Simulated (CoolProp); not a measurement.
Water along the isobar 37.6 MPa: fugacity coefficient from the reference equation and from simpler models built on Tc = 647.1 K, pc = 22.06 MPa, ω = 0.344; each cubic takes its own stable root.

The numbers come from the reference Helmholtz-energy equation of state, Wagner 2002 in CoolProp.

```csv
T (K),phase,reference
498.2,liquid,0.07228
516.9,liquid,0.09788
535.5,liquid,0.1287
554.2,liquid,0.1652
572.9,liquid,0.2074
591.6,liquid,0.2548
610.3,liquid,0.3071
629,liquid,0.3636
647.7,supercritical,0.4230
666.4,supercritical,0.4838
685.1,supercritical,0.5431
703.8,supercritical,0.5961
722.5,supercritical,0.6400
741.2,supercritical,0.6767
759.9,supercritical,0.7080
778.5,supercritical,0.7352
```

Q: How far does each simpler model (van der Waals, Redlich-Kwong, Soave-Redlich-Kwong, Peng-Robinson) lie from the reference over these 16 states: mean and median of the absolute difference, and the worst?

A: 
- van der Waals: mean 48.1 %, median 19.6 %, worst +195.8 % at 498.2 K and 37.6 MPa
- Redlich-Kwong: mean 20.2 %, median 9.6 %, worst +68.9 % at 498.2 K and 37.6 MPa
- Soave-Redlich-Kwong: mean 7.2 %, median 8.0 %, worst +11.9 % at 535.5 K and 37.6 MPa
- Peng-Robinson: mean 3.9 %, median 3.1 %, worst +6.8 % at 516.9 K and 37.6 MPa
